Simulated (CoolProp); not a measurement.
R124 at several states: density (kg/m³) from the reference equation and from simpler models built on Tc = 122.3 °C, pc = 3.624 MPa, ω = 0.288; each cubic takes its own stable root.

Computed with CoolProp (reference Helmholtz-energy equation of state, de Vries 1995).

```json
[
 {"T (°C)": "84.35", "p (MPa)": "5.26", "phase": "liquid", "reference": "1160"},
 {"T (°C)": "150.35", "p (MPa)": "8.67", "phase": "supercritical", "reference": "861.6"},
 {"T (°C)": "-31.75", "p (MPa)": "12.9", "phase": "liquid", "reference": "1561"}
]
```

Problem. How far does each simpler model (van der Waals, Peng-Robinson) lie from the reference over these 3 states: mean and median of the absolute difference, and the worst?

Solution. 
- van der Waals: mean 31.6 %, median 35.5 %, worst -37.2 % at -31.75 °C and 12.9 MPa
- Peng-Robinson: mean 3.3 %, median 3.8 %, worst -5.8 % at 150.35 °C and 8.67 MPa
